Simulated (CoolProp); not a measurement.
Saturation properties of propylene.

Model: reference Helmholtz-energy equation of state, Lemmon 2013, in CoolProp.

```csv
T (°C),p (MPa),liquid density (kg/m³),vapour density (kg/m³),vapour viscosity (µPa s),liquid conductivity (mW/(m K))
-46.75,0.1054,609.0,2.447,6.38,145
-42.25,0.1285,603.4,2.943,6.50,143
-37.65,0.1561,597.5,3.526,6.63,141
-33.05,0.1879,591.6,4.194,6.76,139
-28.55,0.2237,585.8,4.938,6.89,137
-23.95,0.2653,579.7,5.800,7.03,135
-19.45,0.3116,573.6,6.750,7.16,133
-14.85,0.3649,567.3,7.841,7.31,131
-10.35,0.4233,561.1,9.036,7.45,129
-5.75,0.4900,554.5,10.40,7.61,126
-1.25,0.5626,548.0,11.89,7.77,124
```

It boils at -47.6 °C under 1 atm.

Viscosity comes from a separate model (Huber 2003), an estimate that may be off by 10 % or more. Thermal conductivity comes from a separate model (Huber 2003), an estimate that may be off by 10 % or more.
